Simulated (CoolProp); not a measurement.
Toluene at 293.15 K and 0.174 MPa flows at 0.091 m/s in a round tube of 4.6 mm bore and 45 µm roughness, fully developed (64/Re and Nu = 3.66 if laminar; Colebrook and Gnielinski if turbulent). Each further row changes one setting.

Computed with CoolProp (reference Helmholtz-energy equation of state, Lemmon 2006). It is a short technical equation, of lower accuracy than the large ones.

```tsv
case	Reynolds number	Darcy friction factor	pressure drop (Pa/m)	heat-transfer coefficient (W/(m² K))	mass flow (kg/h)
as stated	618	0.104	___	105	___
velocity 0.182 m/s	1240	0.0518	___	105	9.44
diameter 9.2 mm	1240	0.0518	20.2	52.4	___
```

Problem. Fill in the missing entries.

Solution. 
- as stated, pressure drop (Pa/m): 80.9
- as stated, mass flow (kg/h): 4.72
- velocity 0.182 m/s, pressure drop (Pa/m): 162
- diameter 9.2 mm, mass flow (kg/h): 18.9

Viscosity comes from a separate model (Avgeri 2015). Thermal conductivity comes from a separate model (Assael 2012).
